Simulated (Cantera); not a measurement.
A perfectly stirred reactor is fed with CO : H₂ : O₂ : N₂ = 1 : 0.047 : 0.952 : 5.23 (molar parts), equivalence ratio 0.55, at 10.0 bar; it is adiabatic with a 323 K inlet, and is followed from long to short residence time, starting on the burning branch (τ in s: 0.34, 0.14, 0.055, 0.022, 0.0091, 0.0037, 0.0015, 0.0006, 0.00024, 9.8e-05, 4e-05, 1.6e-05, 6.5e-06).

Cantera simulation using GRI-Mech 3.0 (53 species, 325 reactions); the numbers are that mechanism's predictions, not measurements. The hydrogen kinetics of GRI-Mech 3.0 are dated; newer H2 mechanisms differ, most at raised pressure.

One state of this run: T (K) = 1548; x CO = 0.00240; x H₂ = 1.23e-5; x O₂ = 0.0649; x CO₂ = 0.147; x O = 7.17e-5; x NO = 3.22e-5. x: mole fraction; the columns are a selection and need not sum to one.

Question: Which value of τ (s) does it belong to?
(A) 6.5e-6
(B) 0.14
(C) 0.022
(D) 0.00060

Answer: C, 0.022
